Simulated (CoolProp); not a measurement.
Vapour-liquid equilibrium of R114 (1) + n-hexane (2) at 0.207 MPa; x and y are mole fractions of (1).

Model: multi-fluid Helmholtz-energy mixture model, Platzer 1990 and Thol 2019; pair parameters Bell 2016, in CoolProp. This equation is an older, rougher fit; its heat capacities, sound speeds and derivatives of the liquid may be far off and weren't checked against measurements.

```csv
x,bubble temperature (K),y at the bubble point,dew temperature at overall composition x (K),liquid density (mol/L)
0.05,354.7,0.299,364.7,6.992
0.2,331.6,0.696,358.9,7.358
0.35,319.4,0.829,352.3,7.613
0.5,311.9,0.891,344.6,7.826
0.65,306.7,0.930,335.1,8.025
0.8,302.4,0.961,322.4,8.229
0.95,298.4,0.990,303.9,8.450
```

No azeotrope shows between x = 0.05 and 0.95.

Pair parameters are fitted to limited data, so mixtures are less certain than the pure fluids.
